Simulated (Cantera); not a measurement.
Charge: 1 mol c-C4F8, 1.3 mol H2, held at 2327 °C and 32.0 Pa.

Cantera equilibrium calculation (NASA polynomials, part measured and part estimated; ideal gas, pure solids and liquids). Candidate condensed phases: C, C6H6, C7H8, C8H18; 95 gas species. The feed counts by its element totals alone. The numbers say what is thermodynamically allowed, not how fast it happens.

Base state: F 0.633, HF 0.316, CF 0.0278, CF2 0.00743, C3 0.00692, H 0.00617, C 0.00195, C2 0.000650 (mole fractions); condensed: C(graphite).

**Question.** What changes in the equilibrium state with this change: temperature from 2327 °C to 1425 °C?

**Answer.** 
```json
[
 {"species": "HF", "before": "0.316", "after": "0.646"},
 {"species": "CF4", "before": "7.27e-8", "after": "0.323"},
 {"species": "CF2", "before": "0.00743", "after": "0.0184"},
 {"species": "F", "before": "0.633", "after": "0.0120"},
 {"species": "CF", "before": "0.0278", "after": "9.48e-6"},
 {"species": "C3", "before": "0.00692", "after": "<1e-9"},
 {"species": "C", "before": "0.00195", "after": "<1e-9"},
 {"species": "C(graphite), mol", "before": "3.52", "after": "2.62"}
]
```
Gases not in the tables: C2F6 and larger saturated fluorocarbons.
